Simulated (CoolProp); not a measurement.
Hexamethyldisiloxane (MM) along the isobar 0.101 MPa: fugacity coefficient from the reference equation and from simpler models built on Tc = 245.6 °C, pc = 1.931 MPa, ω = 0.418; each cubic takes its own stable root.

The numbers come from the reference Helmholtz-energy equation of state, Thol 2016 in CoolProp.

```json
[
 {"T (°C)": "43.75", "phase": "liquid", "reference": "0.1323"},
 {"T (°C)": "73.95", "phase": "liquid", "reference": "0.4190"},
 {"T (°C)": "104.15", "phase": "gas", "reference": "0.9428"},
 {"T (°C)": "134.35", "phase": "gas", "reference": "0.9567"},
 {"T (°C)": "164.55", "phase": "gas", "reference": "0.9664"},
 {"T (°C)": "194.75", "phase": "gas", "reference": "0.9733"},
 {"T (°C)": "224.95", "phase": "gas", "reference": "0.9785"},
 {"T (°C)": "255.15", "phase": "gas", "reference": "0.9825"},
 {"T (°C)": "285.35", "phase": "gas", "reference": "0.9857"},
 {"T (°C)": "315.55", "phase": "gas", "reference": "0.9882"},
 {"T (°C)": "345.75", "phase": "gas", "reference": "0.9902"}
]
```

Problem. How far does each simpler model (van der Waals, Redlich-Kwong, Soave-Redlich-Kwong, Peng-Robinson) lie from the reference over these 11 states: mean and median of the absolute difference, and the worst?

Solution. 
- van der Waals: mean 68.7 %, median 0.7 %, worst +619.3 % at 43.75 °C and 0.101 MPa
- Redlich-Kwong: mean 34.2 %, median 0.3 %, worst +247.0 % at 43.75 °C and 0.101 MPa
- Soave-Redlich-Kwong: mean 0.2 %, median 0.1 %, worst +0.7 % at 104.15 °C and 0.101 MPa
- Peng-Robinson: mean 0.4 %, median 0.1 %, worst +2.5 % at 43.75 °C and 0.101 MPa

At some of these states van der Waals, Redlich-Kwong gives the other phase, because its saturation line lies elsewhere.
